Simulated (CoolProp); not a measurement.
Isopentane along the isotherm 500 K: fugacity coefficient from the reference equation and from simpler models built on Tc = 460.3 K, pc = 3378 kPa, ω = 0.227; each cubic takes its own stable root.

Values from CoolProp's reference Helmholtz-energy equation of state, Lemmon 2006. It is a short technical equation, of lower accuracy than the large ones.

```csv
p (kPa),phase,reference
845,gas,0.9356
1690,gas,0.8729
2530,gas,0.8119
3380,supercritical,0.7513
4220,supercritical,0.6924
5070,supercritical,0.6337
5910,supercritical,0.5791
6760,supercritical,0.5325
7600,supercritical,0.4954
8450,supercritical,0.4648
```

How far does each simpler model (Soave-Redlich-Kwong, Peng-Robinson) lie from the reference over these 10 states: mean and median of the absolute difference, and the worst?


- Soave-Redlich-Kwong: mean 1.8 %, median 1.3 %, worst +4.8 % at 500 K and 8450 kPa
- Peng-Robinson: mean 2.0 %, median 2.1 %, worst -2.9 % at 500 K and 5070 kPa
